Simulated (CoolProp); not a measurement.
Saturation properties of R1132(E).

Computed with CoolProp (reference Helmholtz-energy equation of state, Akasaka 2024).

```json
[
 {"T (K)": "270.2", "p (MPa)": "0.7439", "liquid density (kg/m³)": "1011", "enthalpy of vaporisation (kJ/kg)": "254.9", "liquid cp (kJ/(kg K))": "1.734", "vapour Z": "0.8658"},
 {"T (K)": "277.4", "p (MPa)": "0.9295", "liquid density (kg/m³)": "988.9", "enthalpy of vaporisation (kJ/kg)": "245.5", "liquid cp (kJ/(kg K))": "1.767", "vapour Z": "0.8434"},
 {"T (K)": "284.6", "p (MPa)": "1.148", "liquid density (kg/m³)": "965.3", "enthalpy of vaporisation (kJ/kg)": "235.6", "liquid cp (kJ/(kg K))": "1.808", "vapour Z": "0.8188"},
 {"T (K)": "291.9", "p (MPa)": "1.405", "liquid density (kg/m³)": "939.8", "enthalpy of vaporisation (kJ/kg)": "224.7", "liquid cp (kJ/(kg K))": "1.862", "vapour Z": "0.7912"},
 {"T (K)": "299.1", "p (MPa)": "1.699", "liquid density (kg/m³)": "912.8", "enthalpy of vaporisation (kJ/kg)": "213.0", "liquid cp (kJ/(kg K))": "1.930", "vapour Z": "0.7612"},
 {"T (K)": "306.3", "p (MPa)": "2.035", "liquid density (kg/m³)": "883.5", "enthalpy of vaporisation (kJ/kg)": "200.2", "liquid cp (kJ/(kg K))": "2.019", "vapour Z": "0.7280"},
 {"T (K)": "313.5", "p (MPa)": "2.419", "liquid density (kg/m³)": "851.2", "enthalpy of vaporisation (kJ/kg)": "186.0", "liquid cp (kJ/(kg K))": "2.140", "vapour Z": "0.6909"},
 {"T (K)": "320.8", "p (MPa)": "2.860", "liquid density (kg/m³)": "814.5", "enthalpy of vaporisation (kJ/kg)": "169.6", "liquid cp (kJ/(kg K))": "2.318", "vapour Z": "0.6485"}
]
```
